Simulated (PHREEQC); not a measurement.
Consider water at 25 °C with 0.0023 mol/kgw HF and 0.0012 mol/kgw (CH3)4NF. Closed to the air; pH follows from the charge balance.

Computed with PHREEQC (ion-association model, phreeqc.dat).

Precipitation was switched off in this run.

Question: Order these F species by the share of F that they hold, largest first: HF2-, HF, F-.

Answer: F- (53 %), HF (47 %), HF2- (0.66 %)

The pH is 3.21 and the ionic strength 0.00185 mol/kgw. Complexes and solids missing from the database can't appear. (CH3)4N+ isn't in the database: it is added as a free cation with an ion size of 4 Å.
